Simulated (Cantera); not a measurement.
Cantera run:

```python
import numpy as np
import cantera as ct

gas_names = """
    CL CL2 H HCL H2 N NH NH2 NH3 N2 N2H2 N2H4 Si SiCL SiCL2 SiCL3 SiCL4 SiH SiHCL3 SiH2 SiH2CL2 SiH3
    SiH3CL SiH4 SiN Si2 Si2N Si3
""".split()
cond_names = """
    NH4CL(a) NH4CL(b) Si(cr) Si(L) Si3N4(a)
""".split()


# ... load() reads the species with a 1 bar reference pressure and builds the phases ...
atoms = {
    'SiH2Cl2': {'Si': 1, 'H': 2, 'CL': 2},
    'NH3': {'N': 1, 'H': 3},
    'N2': {'N': 2},
}
top_T = {'Si3N4(a)': 2400}  # K; cautious upper limits of use, not melting points


# ... equilibrate(T, P, feed) seeds the gas with the atoms and calls Mixture.equilibrate('TP', solver="vcs", rtol=1e-11, max_steps=5000) ...
results = []
feed = {'SiH2Cl2': 1, 'NH3': 1.9, 'N2': 1.2}  # mol
T = 1700  # K
for P in [5, 21, 85, 350, 1400, 5900, 24000, 100000]:
    mix = equilibrate(T, P, feed)
    results.append((T, P, feed, dict(zip(mix.species_names, mix.species_moles))))

top = {s: max(r[3][s] / sum(r[3][g] for g in gas_names) for r in results) for s in gas_names}
cols = sorted((s for s in top if top[s] > 1e-06), key=lambda s: -top[s])[:9]
seen = [c for c in cond_names if any(r[3].get(c, 0) > 1e-12 for r in results)]
print("log10 of partial pressures in bar; condensed amounts in mol")
print(f"{'P/Pa':>10s}" + "".join(f"{s[:9]:>10s}" for s in cols + seen))
for T, P, feed, n in results:
    ng = sum(n[g] for g in gas_names)
    print(f"{P:10.4g}" + "".join(f"{np.log10(max(n[s] / ng * P / 1e5, 1e-99)):10.3f}" for s in cols)
          + "".join(f"{n.get(c, 0):10.4g}" for c in seen))
```

Output:

```
log10 of partial pressures in bar; condensed amounts in mol
      P/Pa        H2        N2       HCL     SiCL2         H        Si     SiCL3     SiCL4        CL     Si(L)  Si3N4(a)
         5    -4.623    -4.824    -5.277    -5.376    -6.143    -6.168    -8.436   -11.201    -6.906    0.2795         0
        21    -3.989    -4.194    -4.643    -4.743    -5.826    -6.168    -7.485    -9.934    -6.589    0.3589         0
        85    -3.379    -3.585    -4.033    -4.132    -5.521    -6.168    -6.570    -8.713    -6.284    0.3783         0
       350    -2.762    -2.969    -3.417    -3.518    -5.213    -6.168    -5.648    -7.484    -5.977    0.3839         0
      1400    -2.150    -2.416    -2.706    -2.968    -4.907    -6.429    -4.693    -6.124    -5.572         0    0.1584
      5900    -1.537    -1.808    -1.960    -2.496    -4.600    -6.835    -3.782    -4.774    -5.133         0    0.2075
   2.4e+04    -0.937    -1.214    -1.267    -2.105    -4.300    -7.230    -2.998    -3.597    -4.740         0    0.2504
     1e+05    -0.323    -0.605    -0.599    -1.790    -3.993    -7.636    -2.322    -2.560    -4.379         0    0.2804
```

Method: chemical equilibrium by Gibbs-energy minimisation in Cantera with the NASA 1993 tables (ideal gas, pure condensed phases). The tables' values for SiCl3, SiCl, SiN are old estimates; treat these amounts as uncertain.
